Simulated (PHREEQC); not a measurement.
0.15 g of hydrous ferric oxide (600 m²/g; 0.2 weak and 0.005 strong sites per Fe, Dzombak-Morel constants, diffuse double layer) in 1 kg of water with 0.3 mol/kgw of an inert sodium salt, at 25 °C; the pH is set by adding NaOH or the inert anion's acid. Oxygen is held at 0.21 atm. No CO2 enters from the air. Nothing may precipitate in this run.

Base run: PHREEQC, ion-association model, wateq4f.dat. Each further column changes one thing. The table gives surface charge σ (C/m²).

| pH | base | background salt from 0.3 to 0.03 mol/kgw | oxide from 0.15 to 0.75 g/kgw | 4.2e-05 mol/kgw NiCl2 added |
|---|---|---|---|---|
| 4 | 0.349 | 0.271 | 0.349 | 0.349 |
| 4.75 | 0.296 | 0.184 | 0.296 | 0.296 |
| 5.5 | 0.210 | 0.111 | 0.210 | 0.211 |
| 5.88 | 0.167 | 0.082 | 0.167 | 0.168 |
| 6.62 | 0.095 | 0.042 | 0.095 | 0.098 |
| 7.38 | 0.041 | 0.017 | 0.041 | 0.050 |
| 8.12 | -0.001 | 0.000 | -0.001 | 0.012 |
| 8.5 | -0.021 | -0.008 | -0.021 | -0.007 |
| 9.25 | -0.068 | -0.029 | -0.068 | -0.050 |
| 10 | -0.132 | -0.062 | -0.132 | -0.105 |
